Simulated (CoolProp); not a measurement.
Values from CoolProp's reference Helmholtz-energy equation of state, Gao 2016.

### Question
For sulfur dioxide, give the phase and the density (kg/m³), cp (kJ/(kg K)), cv (kJ/(kg K)), expansivity (1/kK) at 250.25 °C and 3000 kPa.

### Answer
- 250.25 °C and 3000 kPa: gas; density 47.3, cp 0.815, cv 0.628, expansivity 2.46
